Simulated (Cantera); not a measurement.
Cantera run, input and output.

```python
import numpy as np
import cantera as ct

gas = ct.Solution("gri30.yaml")
gas.TPX = 1325, 1000000, {'CO': 1, 'H2': 0.1, 'CH4': 0.27, 'O2': 2.18, 'N2': 8.2}
reactor = ct.IdealGasConstPressureReactor(gas, energy="on", clone=False)
net = ct.ReactorNet([reactor])
net.rtol, net.atol = 1e-08, 1e-16
show = ['CO', 'H2', 'CH4', 'NO', 'CO2', 'C2H2']
times = np.geomspace(6e-06, 4, 14)

steps = ct.SolutionArray(gas, extra=["t"])
rows = []
print(f"{'t/s':>10s}{'T/K':>9s}{'P/Pa':>11s}" + "".join(f"{s:>11s}" for s in show))
for t in times:
    while net.time < t:
        t_next = net.step()
        steps.append(gas.state, t=t_next)
    rows.append([np.interp(t, steps.t, y) for y in (steps.T, steps.P, *steps(*show).X.T)])
    print(f"{t:10.3e}{rows[-1][0]:9.1f}{rows[-1][1]:11.4g}" + "".join(f"{x:11.3e}" for x in rows[-1][2:]))
rate = np.gradient(steps.T, steps.t)
print("integrator steps:", len(steps.t))
if steps.T.max() > steps.T[0] + 200:
    print(f"time of steepest temperature rise: {steps.t[rate.argmax()]:.4e} s")
gas.TPX = 1325, 1000000, {'CO': 1, 'H2': 0.1, 'CH4': 0.27, 'O2': 2.18, 'N2': 8.2}
gas.equilibrate("HP")
print(f"equilibrium (HP): T = {gas.T:.1f} K  " + "  ".join(f"{s} {gas[s].X[0]:.3e}" for s in show))
```

Result:

```
       t/s      T/K       P/Pa         CO         H2        CH4         NO        CO2       C2H2
 6.000e-06   1325.0      1e+06  8.511e-02  8.510e-03  2.298e-02  6.643e-16  6.328e-07  8.803e-17
 1.683e-05   1325.0      1e+06  8.510e-02  8.508e-03  2.297e-02  5.611e-15  3.886e-06  1.605e-14
 4.722e-05   1326.7      1e+06  8.502e-02  8.435e-03  2.277e-02  1.407e-12  9.907e-05  2.212e-10
 1.325e-04   2402.5      1e+06  8.726e-03  5.657e-04  1.912e-18  8.568e-05  1.038e-01  1.629e-21
 3.716e-04   2457.3      1e+06  3.283e-03  2.684e-04  3.401e-19  5.760e-04  1.097e-01  4.231e-23
 1.043e-03   2455.0      1e+06  3.253e-03  2.663e-04  3.320e-19  1.826e-03  1.097e-01  4.029e-23
 2.925e-03   2449.5      1e+06  3.183e-03  2.613e-04  3.133e-19  4.768e-03  1.098e-01  3.582e-23
 8.205e-03   2440.5      1e+06  3.070e-03  2.533e-04  2.840e-19  9.567e-03  1.100e-01  2.937e-23
 2.302e-02   2434.8      1e+06  3.000e-03  2.483e-04  2.663e-19  1.263e-02  1.100e-01  2.579e-23
 6.458e-02   2434.2      1e+06  2.994e-03  2.478e-04  2.647e-19  1.290e-02  1.100e-01  2.550e-23
 1.812e-01   2434.2      1e+06  2.994e-03  2.478e-04  2.647e-19  1.290e-02  1.100e-01  2.550e-23
 5.082e-01   2434.2      1e+06  2.994e-03  2.478e-04  2.647e-19  1.290e-02  1.100e-01  2.550e-23
 1.426e+00   2434.2      1e+06  2.994e-03  2.478e-04  2.647e-19  1.290e-02  1.100e-01  2.550e-23
 4.000e+00   2434.2      1e+06  2.994e-03  2.478e-04  2.647e-19  1.290e-02  1.100e-01  2.550e-23
integrator steps: 1693
time of steepest temperature rise: 1.1040e-04 s
equilibrium (HP): T = 2434.2 K  CO 2.994e-03  H2 2.478e-04  CH4 3.950e-19  NO 1.290e-02  CO2 1.100e-01  C2H2 2.996e-23
```

Model: GRI-Mech 3.0 (53 species, 325 reactions), integrated in Cantera.
